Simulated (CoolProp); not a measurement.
Vapour-liquid equilibrium of isobutane (1) + n-butane (2) at 0.0289 MPa; x and y are mole fractions of (1).

Model: multi-fluid Helmholtz-energy mixture model, Bücker 2006 and Bücker 2006; pair parameters Kunz 2012, in CoolProp.

```csv
x,bubble temperature (°C),y at the bubble point,dew temperature at overall composition x (°C),liquid density (mol/L)
0.05,-30.2,?,-29.9,?
0.125,-31.1,0.192,-30.6,10.85
0.2,-32.1,0.293,?,10.84
0.275,-32.9,0.386,?,10.83
0.35,-33.8,0.472,-32.6,10.82
0.425,-34.6,0.551,-33.3,10.81
0.5,-35.3,0.624,-34.1,10.80
0.575,-36.1,0.693,-34.8,10.79
0.65,-36.8,0.756,-35.6,10.78
0.725,-37.5,0.815,-36.5,10.77
0.8,-38.2,0.870,-37.3,10.76
0.875,-38.8,0.921,-38.2,10.75
0.95,-39.5,0.970,-39.2,10.74
```

Some entries are withheld; supply them.


- 0.05, y at the bubble point: 0.080
- 0.05, liquid density (mol/L): 10.86
- 0.2, dew temperature at overall composition x (°C): -31.2
- 0.275, dew temperature at overall composition x (°C): -31.9

No azeotrope shows between x = 0.05 and 0.95.

Pair parameters are fitted to limited data, so mixtures are less certain than the pure fluids.
